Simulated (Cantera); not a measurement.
Input: 1 mol LiOH, 0.017 mol O2, at 13.3 mbar.

These are equilibrium values from Cantera (NASA tables, ideal gas, pure condensed phases), not measurements of a reactor. Candidate condensed phases: H2O, Li, LiH, LiOH, Li2O; 17 gas species. Kinetics and transport are ignored.

Q: What share of the Li ends up in condensed phases as a function of T (K), at 1598, 1648, 1698, 1748, 1798, 1848, 1898, 1948, 1998, 2048, 2098, 2148?

A: 
```json
[
 {"T (K)": "1598", "Li condensed (%)": "69.2", "as": "Li2O(s)"},
 {"T (K)": "1648", "Li condensed (%)": "56.4", "as": "Li2O(s)"},
 {"T (K)": "1698", "Li condensed (%)": "41.7", "as": "Li2O(s)"},
 {"T (K)": "1748", "Li condensed (%)": "26.6", "as": "Li2O(s)"},
 {"T (K)": "1798", "Li condensed (%)": "11.8", "as": "Li2O(s)"},
 {"T (K)": "1848", "Li condensed (%)": "0.0", "as": "-"},
 {"T (K)": "1898", "Li condensed (%)": "0.0", "as": "-"},
 {"T (K)": "1948", "Li condensed (%)": "0.0", "as": "-"},
 {"T (K)": "1998", "Li condensed (%)": "0.0", "as": "-"},
 {"T (K)": "2048", "Li condensed (%)": "0.0", "as": "-"},
 {"T (K)": "2098", "Li condensed (%)": "0.0", "as": "-"},
 {"T (K)": "2148", "Li condensed (%)": "0.0", "as": "-"}
]
```
